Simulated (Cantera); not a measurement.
An isothermal, constant-pressure homogeneous reactor starts with 39.4 % H2, 30.3 % O2, 30.3 % N2, at 850 K and 100.0 Torr.

Computed with Cantera and the H2/O2 subset of GRI-Mech 3.0, which has no nitrogen chemistry. Radical loss at walls, strong at low pressure, is not modelled. Below about 950 K walls govern HO2 and H2O2 in real vessels. The temperature is held fixed by assumption; the heat of reaction is taken as removed at once.

One state of this run: x H2 = 0.120; x O2 = 0.184; x H2O2 = 0.000772; x O = 3.22e-8; x H = 1.49e-7. x: mole fraction; the columns are a selection and need not sum to one.

Question: Which value of t (s) does it belong to?
A. 0.000546
B. 2.00e-6
C. 10.0
D. 3.30e-5

Answer: C, 10.0
